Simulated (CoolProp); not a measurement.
Saturation properties of CF4 (R14) (Tc = 227.4 K, pc = 3762 kPa, ω = 0.178).

The numbers come from the reference Helmholtz-energy equation of state, Platzer 1990 in CoolProp. This equation is an older, rougher fit; its heat capacities, sound speeds and derivatives of the liquid may be far off and weren't checked against measurements.

```tsv
T (K)	p (kPa)	liquid density (kg/m³)	vapour Z	surface tension (mN/m)	liquid viscosity (µPa s)	liquid conductivity (mW/(m K))
158.1	232.6	1532	0.9347	9.71	186	85.8
164.6	333.8	1494	0.9146	8.59	168	80.9
171	462.8	1455	0.8913	7.52	152	76.1
177.5	628.7	1413	?	6.46	138	71.3
184	835.0	1369	?	5.44	125	66.5
190.4	1083	1322	0.7964	4.47	114	61.7
196.9	1387	?	0.7549	3.52	103	56.8
203.4	1750	1212	0.7069	2.62	92.3	52.0
209.8	?	1145	0.6511	1.78	81.9	47.2
216.3	2676	1061	?	1.01	?	42.4
```

Task: What belongs in the gaps?

Result: 
- 177.5, vapour Z: 0.8638
- 184, vapour Z: 0.8321
- 196.9, liquid density (kg/m³): 1270
- 209.8, p (kPa): 2172
- 216.3, vapour Z: 0.5809
- 216.3, liquid viscosity (µPa s): 70.9

It boils at 145.1 K under 1 atm.

Viscosity comes from a separate model (Huber 2003), an estimate that may be off by 10 % or more. Thermal conductivity comes from a separate model (Huber 2003), an estimate that may be off by 10 % or more. Surface tension comes from a separate correlation (Mulero 2012).
